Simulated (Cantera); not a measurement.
An isothermal, constant-pressure homogeneous reactor starts with 29.1 % H₂, 70.9 % O₂, equivalence ratio 0.20, at 1425 K and 0.0267 bar.

Computed with Cantera and GRI-Mech 3.0 (53 species, 325 reactions). Radical loss at walls, strong at low pressure, is not modelled. The temperature is held fixed by assumption; the heat of reaction is taken as removed at once.

x: mole fraction; the columns are a selection and need not sum to one.

```csv
t (s),x H₂,x O₂,x OH,x O,x H₂O
0.000200,0.211,0.665,0.0137,0.0196,0.0553
0.000632,0.0191,0.549,0.0232,0.0989,0.219
0.00200,[?],0.577,0.0215,[?],[?]
0.00632,0.00685,0.627,0.0148,0.0289,0.308
0.0200,0.000892,0.654,0.00542,0.00361,0.335
0.0632,9.16e-5,0.659,0.00175,0.000370,0.339
0.200,1.44e-5,0.659,0.000696,5.86e-5,0.340
0.632,3.43e-6,0.660,0.000341,1.40e-5,0.340
2.00,1.76e-6,0.660,0.000244,7.19e-6,0.340
6.32,1.70e-6,0.660,0.000240,6.95e-6,0.340
20.0,1.70e-6,0.660,0.000240,6.95e-6,0.340
```

**Question.** What belongs in the gaps?

**Answer.** 
- 0.00200, x H₂: 0.0157
- 0.00200, x O: 0.0744
- 0.00200, x H₂O: 0.251
